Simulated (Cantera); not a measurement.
A closed system holds: 1 mol LiCl, 0.07 mol H2O, 0.1 mol H2, equilibrated at 0.0100 bar.

These are equilibrium values from Cantera (NASA tables, ideal gas, pure condensed phases), not measurements of a reactor. Candidate condensed phases: H2O, Li, LiCl, LiH, LiOH, Li2O; 25 gas species. Kinetics and transport are ignored.

**Question.** At 900 K, list the 5 most abundant gas species with their mole fractions, and the condensed phases.

**Answer.** H2 0.585, H2O 0.409, Li2Cl2 0.00371, LiCl 0.00188, Li3Cl3 0.000281. Condensed: LiCl(l).
